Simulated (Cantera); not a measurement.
Adiabatic ignition

An adiabatic, constant-volume homogeneous reactor starts with CH4 : O2 : N2 = 1 : 3.57 : 13.4 (molar parts), at 1675 K and 101000 Pa.

Cantera simulation using GRI-Mech 3.0 (53 species, 325 reactions); the numbers are that mechanism's predictions, not measurements.

| t (s) | T (K) | P (bar) | x CH4 | x O2 | x CO | x NO | x H | x H2O |
|---|---|---|---|---|---|---|---|---|
| 4.00e-6 | 1675 | 1.01 | 0.0556 | 0.199 | 5.21e-10 | <1e-12 | 1.20e-7 | 1.20e-6 |
| 1.43e-5 | 1675 | 1.01 | 0.0556 | 0.199 | 1.93e-8 | <1e-12 | 1.50e-7 | 7.67e-6 |
| 5.14e-5 | 1675 | 1.01 | 0.0555 | 0.199 | 1.44e-6 | 2.38e-12 | 3.77e-7 | 7.71e-5 |
| 0.000184 | 1702 | 1.03 | 0.0494 | 0.194 | 0.00128 | 1.91e-10 | 2.89e-5 | 0.00473 |
| 0.000659 | 2739 | 1.69 | <1e-12 | 0.0832 | 0.0130 | 0.00462 | 0.00336 | 0.0933 |
| 0.00236 | 2725 | 1.68 | <1e-12 | 0.0784 | 0.0127 | 0.0150 | 0.00316 | 0.0941 |
| 0.00847 | 2720 | 1.68 | <1e-12 | 0.0766 | 0.0126 | 0.0190 | 0.00308 | 0.0944 |
| 0.0303 | 2720 | 1.68 | <1e-12 | 0.0766 | 0.0126 | 0.0190 | 0.00308 | 0.0944 |
| 0.109 | 2720 | 1.68 | <1e-12 | 0.0766 | 0.0126 | 0.0190 | 0.00308 | 0.0944 |
| 0.389 | 2720 | 1.68 | <1e-12 | 0.0766 | 0.0126 | 0.0190 | 0.00308 | 0.0944 |
| 1.40 | 2720 | 1.68 | <1e-12 | 0.0766 | 0.0126 | 0.0190 | 0.00308 | 0.0944 |
| 5.00 | 2720 | 1.68 | <1e-12 | 0.0766 | 0.0126 | 0.0190 | 0.00308 | 0.0944 |
x: mole fraction; the columns are a selection and need not sum to one.

```
Item                                                               Value
---------------------------------  -------------------------------------
time of steepest temperature rise                               0.228 ms
temperature at 5.00 s                                             2720 K
equilibrium temperature                                           2720 K
x(CH4) at 5.00 s                   <1e-12 (gas-phase equilibrium <1e-12)
x(O2) at 5.00 s                    0.0766 (gas-phase equilibrium 0.0766)
x(CO) at 5.00 s                    0.0126 (gas-phase equilibrium 0.0126)
```
